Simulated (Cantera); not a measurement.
Cantera run:

```python
import numpy as np
import cantera as ct

gas_names = """
    H HNO HNO2 HNO3 HO2 H2 H2O H2O2 Hg N NH NH2 NH3 NH2OH NO NO2 NO3 N2 N2H2 N2H4 N2O O OH O2 O3
""".split()
cond_names = """
    H2O(s) H2O(L) Hg(cr) Hg(L) HgO(s)
""".split()


def load(file, names, dense=False):
    # The tables refer to 1 bar. Condensed volumes are neglected.
    table = {s.name: s for s in ct.Species.list_from_file(file)}
    out = []
    for n in names:
        d = dict(table[n].input_data)
        d["thermo"] = dict(d["thermo"], **{"reference-pressure": 1e5})
        if dense:
            d["equation-of-state"] = {"model": "constant-volume", "density": "1e6 g/cm^3"}
        out.append(ct.Species.from_dict(d))
    return out


gas = ct.Solution(thermo="ideal-gas", species=load("nasa_gas.yaml", gas_names))
cond = {s.name: ct.Solution(thermo="fixed-stoichiometry", species=[s], name=s.name)
        for s in load("nasa_condensed.yaml", cond_names, dense=True)}
atoms = {
    'Hg': {'Hg': 1},
    'O2': {'O': 2},
    'N2': {'N': 2},
    'H2': {'H': 2},
}
top_T = {}  # K; cautious upper limits of use, not melting points


def equilibrate(T, P, feed):
    n = {}
    for name, mol in feed.items():
        for a, k in atoms[name].items():
            n[a] = n.get(a, 0.0) + k * mol
    gas.TPX = T, P, n
    mass = sum(n.values()) * gas.mean_molecular_weight
    gas.equilibrate("TP")
    valid = [c for c in cond.values() if c.min_temp <= T <= top_T.get(c.name, c.max_temp)]
    mix = ct.Mixture([(gas, mass / gas.mean_molecular_weight)] + [(c, 0.0) for c in valid])
    mix.T, mix.P = T, P
    mix.equilibrate("TP", solver="vcs", rtol=1e-11, max_steps=5000)
    return mix


results = []
feed = {'Hg': 1, 'O2': 1.4, 'N2': 2.8, 'H2': 0.23}  # mol
T = 550  # K
P = 88000  # Pa
mix = equilibrate(T, P, feed)
results.append((T, P, feed, dict(zip(mix.species_names, mix.species_moles))))
print(gas.report(threshold=0.0001))
for i in range(1, mix.n_phases):
    print(f"{mix.phase(i).name:16s} {mix.phase_moles(i):12.5e} mol")
```

Output:

```
       temperature   550 K
          pressure   88000 Pa
           density   0.54498 kg/m^3
  mean mol. weight   28.32 kg/kmol
   phase of matter   gas

                          1 kg             1 kmol
                     ---------------   ---------------
          enthalpy       -2.4743e+05       -7.0074e+06  J
   internal energy       -4.0891e+05        -1.158e+07  J
           entropy            7753.8        2.1959e+05  J/K
    Gibbs function        -4.512e+06       -1.2778e+08  J
 heat capacity c_p            1078.4             30540  J/K
 heat capacity c_v             784.8             22226  J/K

                      mass frac. Y      mole frac. X     chem. pot. / RT
                     ---------------   ---------------   ---------------
               H2O          0.038321          0.060242           -79.163
                Hg         0.0036299        0.00051248           -15.712
                N2           0.72545           0.73338           -24.026
                O2            0.2326           0.20586           -26.938
     [  +21 minor]        9.7098e-08        6.1009e-08

H2O(L)            0.00000e+00 mol
Hg(L)             0.00000e+00 mol
HgO(s)            9.98043e-01 mol
```

These are equilibrium values from Cantera (NASA tables, ideal gas, pure condensed phases), not measurements of a reactor.
